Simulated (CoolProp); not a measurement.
Vapour-liquid equilibrium of isobutane (1) + isobutene (2) at 229.4 K; x and y are mole fractions of (1).

The numbers come from the multi-fluid Helmholtz-energy mixture model, Bücker 2006 and Lemmon 2005; pair parameters Bell 2016 in CoolProp.

Q: Give the bubble pressure and the first vapour's composition at x = 0.05, 0.2, 0.65. Is there an azeotrope?

A: x = 0.05: 0.01873 MPa, y = 0.068; x = 0.2: 0.01975 MPa, y = 0.253; x = 0.65: 0.02218 MPa, y = 0.698. No azeotrope shows between x = 0.05 and 0.95.

Pair parameters are fitted to limited data, so mixtures are less certain than the pure fluids.
